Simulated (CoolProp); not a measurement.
The numbers come from the reference Helmholtz-energy equation of state, Thol 2016 in CoolProp.

Task: For hexamethyldisiloxane (MM), give the phase and the density (kg/m³), cp (kJ/(kg K)), expansivity (1/kK), fugacity coefficient at 69.95 °C and 7.24 MPa.

Result: 
- 69.95 °C and 7.24 MPa: liquid; density 726, cp 2.00, expansivity 1.39, fugacity coefficient 0.00897
